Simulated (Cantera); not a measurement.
Cantera run, input and output.

```python
import numpy as np
import cantera as ct

gas = ct.Solution("gri30.yaml")
gas.TPX = 1973, 10000, {'CH4': 1, 'CO2': 1.5, 'H2': 0.15}
reactor = ct.IdealGasConstPressureReactor(gas, energy="off", clone=False)
net = ct.ReactorNet([reactor])
net.rtol, net.atol = 1e-08, 1e-18
show = ['CH4', 'CO2', 'H2', 'HCO', 'CO', 'HO2']
times = np.geomspace(3e-05, 4, 15)

steps = ct.SolutionArray(gas, extra=["t"])
rows = []
print(f"{'t/s':>10s}{'T/K':>9s}{'P/Pa':>11s}" + "".join(f"{s:>11s}" for s in show))
for t in times:
    while net.time < t:
        t_next = net.step()
        steps.append(gas.state, t=t_next)
    rows.append([np.interp(t, steps.t, y) for y in (steps.T, steps.P, *steps(*show).X.T)])
    print(f"{t:10.3e}{rows[-1][0]:9.1f}{rows[-1][1]:11.4g}" + "".join(f"{x:11.3e}" for x in rows[-1][2:]))
rate = np.gradient(steps.T, steps.t)
print("integrator steps:", len(steps.t))
if steps.T.max() > steps.T[0] + 200:
    print(f"time of steepest temperature rise: {steps.t[rate.argmax()]:.4e} s")
gas.TPX = 1973, 10000, {'CH4': 1, 'CO2': 1.5, 'H2': 0.15}
gas.equilibrate("TP")
print(f"equilibrium (TP): T = {gas.T:.1f} K  " + "  ".join(f"{s} {gas[s].X[0]:.3e}" for s in show))
```

Output:

```
       t/s      T/K       P/Pa        CH4        CO2         H2        HCO         CO        HO2
 3.000e-05   1973.0      1e+04  3.753e-01  5.655e-01  5.737e-02  1.603e-09  4.596e-05  3.693e-12
 6.969e-05   1973.0      1e+04  3.722e-01  5.646e-01  5.865e-02  3.129e-08  1.724e-04  4.954e-12
 1.619e-04   1973.0      1e+04  3.614e-01  5.613e-01  6.467e-02  5.690e-07  9.087e-04  6.737e-12
 3.761e-04   1973.0      1e+04  3.100e-01  5.412e-01  1.038e-01  3.904e-06  6.421e-03  1.196e-11
 8.738e-04   1973.0      1e+04  1.887e-01  4.677e-01  2.146e-01  4.171e-06  3.201e-02  2.510e-11
 2.030e-03   1973.0      1e+04  9.146e-02  3.645e-01  2.779e-01  2.017e-06  9.261e-02  4.361e-11
 4.715e-03   1973.0      1e+04  3.358e-02  2.368e-01  2.541e-01  9.259e-07  2.003e-01  6.381e-11
 1.095e-02   1973.0      1e+04  9.923e-03  1.196e-01  2.087e-01  5.633e-07  3.214e-01  8.700e-11
 2.545e-02   1973.0      1e+04  6.878e-03  7.672e-02  2.428e-01  3.553e-07  3.921e-01  5.581e-11
 5.912e-02   1973.0      1e+04  5.020e-03  5.173e-02  2.994e-01  1.916e-07  4.480e-01  2.598e-11
 1.373e-01   1973.0      1e+04  2.730e-03  3.437e-02  3.476e-01  9.991e-08  4.894e-01  1.231e-11
 3.191e-01   1973.0      1e+04  6.944e-04  2.619e-02  3.737e-01  5.723e-08  5.092e-01  7.816e-12
 7.412e-01   1973.0      1e+04  2.679e-06  2.492e-02  3.780e-01  5.054e-08  5.120e-01  8.477e-12
 1.722e+00   1973.0      1e+04  1.740e-10  2.492e-02  3.780e-01  5.125e-08  5.120e-01  8.677e-12
 4.000e+00   1973.0      1e+04  1.739e-10  2.492e-02  3.780e-01  5.125e-08  5.120e-01  8.677e-12
integrator steps: 1863
equilibrium (TP): T = 1973.0 K  CH4 1.967e-10  CO2 2.492e-02  H2 3.780e-01  HCO 5.125e-08  CO 5.120e-01  HO2 8.677e-12
```

Model: GRI-Mech 3.0 (53 species, 325 reactions), integrated in Cantera.
